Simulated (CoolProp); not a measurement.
Values from CoolProp's reference Helmholtz-energy equation of state, Lemmon 2013.

### Question
For propylene, give the phase and the cp (kJ/(kg K)), cv (kJ/(kg K)), viscosity (µPa s), conductivity (mW/(m K)) at -27.65 °C and 0.101 MPa; 119.45 °C and 0.101 MPa.

### Answer
- -27.65 °C and 0.101 MPa: gas; cp 1.39, cv 1.16, viscosity 6.97, conductivity 12.2
- 119.45 °C and 0.101 MPa: gas; cp 1.89, cv 1.69, viscosity 11.3, conductivity 28.0

Viscosity comes from a separate model (Huber 2003), an estimate that may be off by 10 % or more. Thermal conductivity comes from a separate model (Huber 2003), an estimate that may be off by 10 % or more.
